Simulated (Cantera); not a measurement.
**Reactions in the system H-N-O-P**

Source: NASA polynomial tables (part measured, part estimated), evaluated in Cantera. Values are per mole of reaction as written; species without (g) are pure solids or liquids, kept so even where they would boil at 1 bar.

10 NO(g) + 4 PH3(g) → P4O10 + 6 H2(g) + 5 N2(g)

| T (K) | ΔH° (kJ) | ΔS° (J/K) | ΔG° (kJ) | log10 K |
|---|---|---|---|---|
| 300 | -3944.2 | -977.2 | -3651.1 | 635.70 |
| 473 | -3925.2 | -927.8 | -3486.3 | 385.00 |
| 498 | -3921.9 | -921.1 | -3463.2 | 363.24 |
| 523 | -3918.5 | -914.5 | -3440.3 | 343.59 |
| 548 | -3915.1 | -908.0 | -3417.5 | 325.74 |
| 573 | -3911.6 | -901.7 | -3394.8 | 309.47 |
| 598 | -3907.9 | -895.6 | -3372.4 | 294.57 |
| 623 | -3904.3 | -889.5 | -3350.1 | 280.88 |
| 648 | -3900.5 | -883.6 | -3327.9 | 268.25 |
